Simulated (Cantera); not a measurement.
An adiabatic, constant-pressure homogeneous reactor starts with 12.0 % CO, 0.539 % H₂, 0.695 % CH₄, 18.2 % O₂, 68.6 % N₂, equivalence ratio 0.42, at 1575 K and 100000 Pa.

Cantera simulation using GRI-Mech 3.0 (53 species, 325 reactions); the numbers are that mechanism's predictions, not measurements.

One state of this run: T (K) = 2484; x CO = 0.0126; x H₂ = 0.000295; x CH₄ = <1e-12; x N₂O = 8.08e-7; x C₂H₂ = <1e-12; x CH₂O = 1.49e-12; x CO₂ = 0.121. x: mole fraction; the columns are a selection and need not sum to one.

Task: Which value of t (s) does it belong to?
A) 0.327
B) 1.57e-5
C) 0.000433
D) 8.25e-5

Result: A, 0.327
